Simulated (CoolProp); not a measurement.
The fluid at 495 K and 0.875 MPa is throttled through a valve to 0.48 MPa with no heat exchange. The same conditions are run with several fluids, on thermodynamics alone (safety and materials aside).

Computed with CoolProp (reference Helmholtz-energy equation of state of each fluid (R11: Jacobsen 1992; ethanol: Schroeder 2014; carbon monoxide: Lemmon 2006; propylene: Lemmon 2013; R365MFC: Lemmon 2016)).

Rank R11, ethanol, carbon monoxide, propylene, R365MFC by temperature change (K), highest first.

carbon monoxide (-0.2), propylene (-1.7), R365MFC (-2.6), R11 (-4.0), ethanol (-4.9)

| fluid | final density (kg/m³) |
|---|---|
| R11 | 16.7 |
| ethanol | 5.59 |
| carbon monoxide | 3.26 |
| propylene | 4.99 |
| R365MFC | 18.2 |
